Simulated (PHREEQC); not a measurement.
A made-up water analysis in mg/L, 28 °C, pH 6.99, pe 10.9: Na 0.162; K 0.136; Ca 0.307; Mg 0.041; Cl 0.0326; S(6) as SO4 0.271; Alkalinity as HCO3 1.41; B 0.00426; Br 0.00897.

Valence states are taken as typed.

Equilibrium calculation in PHREEQC: ion-association model, wateq4f.dat.

Precipitation was switched off in this run.

Q: Estimate the charge-balance error.

A: charge-balance error -0.9 %.

Q: In which forms is C present?

A: HCO3- 82 %, CO2 18 % of the C.
